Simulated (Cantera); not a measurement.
Input: 1 mol SiC, 0.21 mol O2, 250 mol N2, at 1373.15 K and 2.60 bar.

These are equilibrium values from Cantera (NASA tables, ideal gas, pure condensed phases), not measurements of a reactor. Candidate condensed phases: C, Si, SiC, SiO2, Si2N2O, Si3N4; 34 gas species. N2 is the only nitrogen source here; it is nearly inert below about 1500 K, so the nitride shown seldom forms there in practice. Mutual solubility and eutectic melting of coexisting phases are not modelled. The numbers say what is thermodynamically allowed, not how fast it happens.

Base state: N2 1.000 (mole fractions); condensed: C(graphite) + Si2N2O(s) + Si3N4(s).

Task: What changes in the equilibrium state with this change: temperature from 1373.15 K to 2148.15 K?

Result: 
```json
[
 {"species": "N2", "before": "1.000", "after": "0.998"},
 {"species": "CO", "before": "4.16e-6", "after": "0.00117"},
 {"species": "SiO", "before": "<1e-9", "after": "0.000505"},
 {"species": "Si", "before": "<1e-9", "after": "4.49e-5"},
 {"species": "SiN", "before": "<1e-9", "after": "1.35e-5"},
 {"species": "C(graphite), mol", "before": "0.999", "after": "0"},
 {"species": "Si2N2O(s), mol", "before": "0.419", "after": "0"},
 {"species": "Si3N4(s), mol", "before": "0.0540", "after": "0.0492"},
 {"species": "SiC(s), mol", "before": "0", "after": "0.706"}
]
```
The tables' values for SiN are old estimates; treat these amounts as uncertain.
